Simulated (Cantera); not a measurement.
An adiabatic, constant-pressure homogeneous reactor starts with CH4 : O2 : N2 = 1 : 1.54 : 14.9 (molar parts), equivalence ratio 1.3, at 1500 K and 3750 Torr. Integrator tolerance rtol = 1e-08.

Cantera simulation using GRI-Mech 3.0 (53 species, 325 reactions); the numbers are that mechanism's predictions, not measurements.

**Question.** What does this change do: CH4 1 to 0.79 parts?

**Answer.** 
| quantity | before | after |
|---|---|---|
| time of steepest temperature rise | 0.968 ms | 0.852 ms |
| temperature at 5.00 s | 2318 K | 2374 K |
| equilibrium temperature | 2318 K | 2374 K |
| x(CH4) at 5.00 s | <1e-12 (gas-phase equilibrium <1e-12) | <1e-12 (gas-phase equilibrium <1e-12) |
| x(O2) at 5.00 s | 2.13e-5 (gas-phase equilibrium 2.13e-5) | 0.00169 (gas-phase equilibrium 0.00169) |
| x(H) at 5.00 s | 0.000680 (gas-phase equilibrium 0.000680) | 0.000345 (gas-phase equilibrium 0.000345) |
| x(NO) at 5.00 s | 0.000169 (gas-phase equilibrium 0.000169) | 0.00171 (gas-phase equilibrium 0.00171) |
| x(HCN) at 5.00 s | 9.59e-9 (gas-phase equilibrium 9.59e-9) | 1.38e-10 (gas-phase equilibrium 1.38e-10) |
| x(H2O2) at 5.00 s | 4.33e-9 (gas-phase equilibrium 4.33e-9) | 4.24e-8 (gas-phase equilibrium 4.24e-8) |
| x(C2H2) at 5.00 s | <1e-12 (gas-phase equilibrium <1e-12) | <1e-12 (gas-phase equilibrium <1e-12) |

**Question.** What does this change do: pressure from 3750 Torr to 750 Torr?

**Answer.** 
| quantity | before | after |
|---|---|---|
| time of steepest temperature rise | 0.968 ms | 3.05 ms |
| temperature at 5.00 s | 2318 K | 2306 K |
| equilibrium temperature | 2318 K | 2306 K |
| x(CH4) at 5.00 s | <1e-12 (gas-phase equilibrium <1e-12) | <1e-12 (gas-phase equilibrium <1e-12) |
| x(O2) at 5.00 s | 2.13e-5 (gas-phase equilibrium 2.13e-5) | 9.08e-5 (gas-phase equilibrium 9.08e-5) |
| x(H) at 5.00 s | 0.000680 (gas-phase equilibrium 0.000680) | 0.00144 (gas-phase equilibrium 0.00144) |
| x(NO) at 5.00 s | 0.000169 (gas-phase equilibrium 0.000169) | 0.000341 (gas-phase equilibrium 0.000341) |
| x(HCN) at 5.00 s | 9.59e-9 (gas-phase equilibrium 9.59e-9) | 1.96e-9 (gas-phase equilibrium 1.96e-9) |
| x(H2O2) at 5.00 s | 4.33e-9 (gas-phase equilibrium 4.33e-9) | 3.85e-9 (gas-phase equilibrium 3.85e-9) |
| x(C2H2) at 5.00 s | <1e-12 (gas-phase equilibrium <1e-12) | <1e-12 (gas-phase equilibrium <1e-12) |

**Question.** What does this change do: 0.026 parts H2 added?

**Answer.** 
| quantity | before | after |
|---|---|---|
| time of steepest temperature rise | 0.968 ms | 0.861 ms |
| temperature at 5.00 s | 2318 K | 2316 K |
| equilibrium temperature | 2318 K | 2316 K |
| x(CH4) at 5.00 s | <1e-12 (gas-phase equilibrium <1e-12) | <1e-12 (gas-phase equilibrium <1e-12) |
| x(O2) at 5.00 s | 2.13e-5 (gas-phase equilibrium 2.13e-5) | 1.94e-5 (gas-phase equilibrium 1.94e-5) |
| x(H) at 5.00 s | 0.000680 (gas-phase equilibrium 0.000680) | 0.000691 (gas-phase equilibrium 0.000691) |
| x(NO) at 5.00 s | 0.000169 (gas-phase equilibrium 0.000169) | 0.000161 (gas-phase equilibrium 0.000161) |
| x(HCN) at 5.00 s | 9.59e-9 (gas-phase equilibrium 9.59e-9) | 1.03e-8 (gas-phase equilibrium 1.03e-8) |
| x(H2O2) at 5.00 s | 4.33e-9 (gas-phase equilibrium 4.33e-9) | 4.14e-9 (gas-phase equilibrium 4.14e-9) |
| x(C2H2) at 5.00 s | <1e-12 (gas-phase equilibrium <1e-12) | <1e-12 (gas-phase equilibrium <1e-12) |
